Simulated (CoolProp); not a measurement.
Vapour-liquid equilibrium of dimethyl ether (1) + n-hexane (2) at 2.41 bar; x and y are mole fractions of (1).

Values from CoolProp's multi-fluid Helmholtz-energy mixture model, Wu 2011 and Thol 2019; pair parameters Bell 2016.

Task: Give the bubble temperature and the first vapour's composition at x = 0.2, 0.5, 0.65. Is there an azeotrope?

Result: x = 0.2: 312.5 K, y = 0.866; x = 0.5: 286.2 K, y = 0.969; x = 0.65: 280.4 K, y = 0.981. No azeotrope shows between x = 0.05 and 0.95.

The pair parameters rest on a limited set of measurements; away from them the model extrapolates.
